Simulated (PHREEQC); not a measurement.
Make-up at 25 °C: 0.07 mol NH4HS, 7.8e-05 mol NaCl and 0.046 mol MnCl2 per kg of water. Closed to the air; pH follows from the charge balance.

Equilibrium calculation in PHREEQC: ion-association model, wateq4f.dat.

```
quantity              before    after
-------------------  -------  -------
pH                      8.07     8.08
Mn+2 (mol/kgw)        0.0412   0.0214
MnCl+ (mol/kgw)      0.00466  0.00152
SI of Halite (NaCl)    -7.02    -7.57
```

Problem. Name the change that produced these shifts.
A) temperature from 25 to 90 °C
B) diluted 5-fold with water
C) diluted 2-fold with water
D) temperature from 25 to 75 °C
E) 0.0009 mol/kgw NaHSO4 added

Solution. C, diluted 2-fold with water

This is a speciation only: nothing precipitates in the calculation. Some of these states are supersaturated (in MnS(Green), for instance).
